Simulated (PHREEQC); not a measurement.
Consider water at 52 °C with 0.13 mol CuSO4 and 0.016 mol HNO3 per kg of water. Closed to the air; pH follows from the charge balance.

All values are PHREEQC results (ion-association model, phreeqc.dat), not measurements.

Task: The ionic strength comes out as 0.265 mol/kgw. What activity coefficients do NO3-, HSO4-, H+, Cu+2, SO4-2 get?

Result: NO3- 0.66, HSO4- 0.72, H+ 0.78, Cu+2 0.29, SO4-2 0.25.

No solid was allowed to form. Complexes and solids missing from the database can't appear. At this temperature some constants are extrapolated from 25 °C, and those without enthalpy data are left unchanged.
